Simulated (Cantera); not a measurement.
Input: 1 mol Pb, 0.0033 mol O₂, 10 mol N₂, equilibrated at 520000 Pa.

These are equilibrium values from Cantera (NASA tables, ideal gas, pure condensed phases), not measurements of a reactor. Candidate condensed phases: Pb, PbO, PbO₂, Pb₃O₄; 12 gas species. Each liquid is taken as pure. Mutual solubility and eutectic melting of coexisting phases are not modelled. Gases not in the tables: (PbO)n polymers. Equilibrium is a limit: real reactors are often held back by kinetics, nucleation or transport.

x: gas mole fraction; n: condensed amount in mol.

```json
[
 {"T (°C)": "877", "x N₂": "1.000", "x Pb": "5.57e-5", "x PbO": "4.38e-6", "x Pb₂": "1.22e-9", "x NO": "2.53e-9", "x O₂": "6.14e-11", "n Pb(l)": "0.993", "n PbO(yellow)": "0.00656", "n PbO(l)": "0"},
 {"T (°C)": "952", "x N₂": "1.000", "x Pb": "?", "x PbO": "?", "x Pb₂": "?", "x NO": "?", "x O₂": "?", "n Pb(l)": "0.992", "n PbO(yellow)": "0", "n PbO(l)": "?"},
 {"T (°C)": "1027", "x N₂": "0.999", "x Pb": "?", "x PbO": "?", "x Pb₂": "?", "x NO": "?", "x O₂": "?", "n Pb(l)": "0.988", "n PbO(yellow)": "0", "n PbO(l)": "?"},
 {"T (°C)": "1102", "x N₂": "0.998", "x Pb": "0.00126", "x PbO": "0.000295", "x Pb₂": "2.21e-7", "x NO": "3.11e-7", "x O₂": "4.08e-8", "n Pb(l)": "0.981", "n PbO(yellow)": "0", "n PbO(l)": "0.00364"},
 {"T (°C)": "1177", "x N₂": "0.996", "x Pb": "0.00287", "x PbO": "0.000657", "x Pb₂": "8.63e-7", "x NO": "8.17e-7", "x O₂": "1.23e-7", "n Pb(l)": "0.965", "n PbO(yellow)": "0", "n PbO(l)": "0"},
 {"T (°C)": "1252", "x N₂": "0.993", "x Pb": "0.00599", "x PbO": "0.000655", "x Pb₂": "2.93e-6", "x NO": "9.47e-7", "x O₂": "7.85e-8", "n Pb(l)": "0.933", "n PbO(yellow)": "0", "n PbO(l)": "0"},
 {"T (°C)": "1327", "x N₂": "0.988", "x Pb": "0.0116", "x PbO": "0.000651", "x Pb₂": "8.84e-6", "x NO": "1.08e-6", "x O₂": "5.23e-8", "n Pb(l)": "0.875", "n PbO(yellow)": "0", "n PbO(l)": "0"},
 {"T (°C)": "1402", "x N₂": "0.978", "x Pb": "0.0213", "x PbO": "0.000644", "x Pb₂": "2.41e-5", "x NO": "1.21e-6", "x O₂": "3.59e-8", "n Pb(l)": "0.775", "n PbO(yellow)": "0", "n PbO(l)": "0"},
 {"T (°C)": "1477", "x N₂": "0.962", "x Pb": "0.0370", "x PbO": "0.000634", "x Pb₂": "5.98e-5", "x NO": "1.34e-6", "x O₂": "2.52e-8", "n Pb(l)": "0.607", "n PbO(yellow)": "0", "n PbO(l)": "0"},
 {"T (°C)": "1552", "x N₂": "0.938", "x Pb": "0.0613", "x PbO": "0.000618", "x Pb₂": "0.000137", "x NO": "1.44e-6", "x O₂": "1.79e-8", "n Pb(l)": "0.336", "n PbO(yellow)": "0", "n PbO(l)": "0"},
 {"T (°C)": "1627", "x N₂": "0.909", "x Pb": "0.0898", "x PbO": "0.000598", "x Pb₂": "0.000250", "x NO": "1.66e-6", "x O₂": "1.53e-8", "n Pb(l)": "0", "n PbO(yellow)": "0", "n PbO(l)": "0"}
]
```

Some entries are withheld; supply them.


- 1027, x Pb: 0.000505
- 1027, x PbO: 8.68e-5
- 1027, x Pb₂: 4.80e-8
- 1027, x NO: 7.64e-8
- 1027, x O₂: 6.16e-9
- 1027, n PbO(l): 0.00573
- 952, x Pb: 0.000180
- 952, x PbO: 2.17e-5
- 952, x Pb₂: 8.60e-9
- 952, x NO: 1.56e-8
- 952, x O₂: 7.28e-10
- 952, n PbO(l): 0.00638
